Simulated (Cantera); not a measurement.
## Equilibrium for iron carbonyl, mercury and lead vapours: PbO + O2 + H2

Input: 1 mol PbO, 0.057 mol O2, 1.8 mol H2, at 1.00 bar.

Cantera equilibrium calculation (NASA polynomials, part measured and part estimated; ideal gas, pure solids and liquids). Candidate condensed phases: H2O, Pb, PbO, PbO2, Pb3O4; 12 gas species. Equilibrium is a limit: real reactors are often held back by kinetics, nucleation or transport.

From 200 °C to 300 °C the condensed part is Pb(s). From 400 °C to 1100 °C the condensed part is Pb(l).

```tsv
T (°C)	x H2O	x H2	x Pb	x H	n Pb(s)	n Pb(l)
200	0.619	0.381	<1e-12	<1e-12	1.00	0
300	0.619	0.381	<1e-12	<1e-12	1.00	0
400	0.619	0.381	3.06e-10	<1e-12	0	1.00
500	0.619	0.381	2.31e-8	<1e-12	0	1.00
600	0.619	0.381	6.36e-7	2.89e-11	0	1.000
700	0.619	0.381	8.75e-6	6.67e-10	0	1.000
800	0.619	0.381	7.31e-5	8.65e-9	0	1.000
900	0.619	0.381	0.000422	7.28e-8	0	0.999
1000	0.618	0.380	0.00184	4.40e-7	0	0.997
1100	0.615	0.379	0.00641	2.05e-6	0	0.988
```
x: gas mole fraction; n: condensed amount in mol.
